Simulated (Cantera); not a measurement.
A perfectly stirred reactor is fed with 0.255 % CH2O, 1.57 % O2, 98.2 % N2, at 1.60 bar; it is held at 1500 K, and followed from long to short residence time.

Detailed kinetics in Cantera: GRI-Mech 3.0 (53 species, 325 reactions).

**Question.** Predict: x(CH2O) at τ = 2.30 s; x(O2) at τ = 2.30 s; x(O) at τ = 2.30 s; x(H) at τ = 2.30 s; x(CH2O) at τ = 31.0 ms; x(O2) at τ = 31.0 ms; x(O) at τ = 31.0 ms; x(H) at τ = 31.0 ms.

**Answer.** 
- x(CH2O) at τ = 2.30 s: 1.52e-7
- x(O2) at τ = 2.30 s: 0.0132
- x(O) at τ = 2.30 s: 6.01e-6
- x(H) at τ = 2.30 s: 1.74e-7
- x(CH2O) at τ = 31.0 ms: 2.23e-6
- x(O2) at τ = 31.0 ms: 0.0132
- x(O) at τ = 31.0 ms: 7.83e-5
- x(H) at τ = 31.0 ms: 8.20e-6
